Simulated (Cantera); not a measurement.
# Low-pressure radical oxidation in H2/O2

An isothermal, constant-pressure homogeneous reactor starts with H2 : O2 : N2 = 0.19 : 1 : 0.81 (molar parts), at 1148 K and 10.00 Torr.

Cantera simulation using GRI-Mech 3.0 (53 species, 325 reactions); the numbers are that mechanism's predictions, not measurements. Radical loss at walls, strong at low pressure, is not modelled. The temperature is held fixed by assumption; the heat of reaction is taken as removed at once.

```tsv
t (s)	x H2	x O2	x H	x OH	x HO2	x O
0.000700	0.0950	0.500	1.05e-7	4.40e-8	1.15e-8	7.85e-8
0.00129	0.0950	0.500	4.57e-6	1.93e-6	4.75e-8	3.44e-6
0.00238	0.0852	0.494	0.00402	0.00154	2.54e-6	0.00291
0.00439	0.00437	0.445	0.0309	0.00449	3.92e-6	0.0353
0.00810	0.00325	0.448	0.0246	0.00394	3.93e-6	0.0324
0.0149	0.00263	0.454	0.0169	0.00357	3.97e-6	0.0250
0.0276	0.00176	0.462	0.00864	0.00292	3.88e-6	0.0159
0.0508	0.000862	0.469	0.00283	0.00204	3.43e-6	0.00754
0.0937	0.000306	0.473	0.000580	0.00121	2.51e-6	0.00263
0.173	8.87e-5	0.474	9.01e-5	0.000652	1.40e-6	0.000762
0.319	2.51e-5	0.475	1.37e-5	0.000349	6.29e-7	0.000218
0.588	7.78e-6	0.475	2.40e-6	0.000195	2.55e-7	6.80e-5
1.08	2.70e-6	0.475	5.02e-7	0.000116	1.04e-7	2.39e-5
2.00	1.05e-6	0.475	1.23e-7	7.26e-5	4.48e-8	9.38e-6
```
x: mole fraction; the columns are a selection and need not sum to one.

Equilibrium at this temperature and pressure: H2 5.18e-9, O2 0.475, H 4.50e-11, OH 5.17e-6, HO2 4.59e-9, O 4.77e-8 (gas phase only).
